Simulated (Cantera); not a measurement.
A perfectly stirred reactor is fed with 27.3 % H2, 18.2 % O2, 54.5 % N2, equivalence ratio 0.75, at 13300 Pa; it is held at 1125 K, and followed from long to short residence time.

Detailed kinetics in Cantera: the H2/O2 subset of GRI-Mech 3.0, which has no nitrogen chemistry. The temperature is held fixed by assumption; the heat of reaction is taken as removed at once.

One state of this run: x H2 = 0.0101; x O2 = 0.0572; x H2O2 = 1.99e-6; x H = 0.00474; x OH = 0.00152. x: mole fraction; the columns are a selection and need not sum to one.

Task: Which value of τ (s) does it belong to?
A. 0.10
B. 0.28
C. 0.013
D. 6.2

Result: C, 0.013
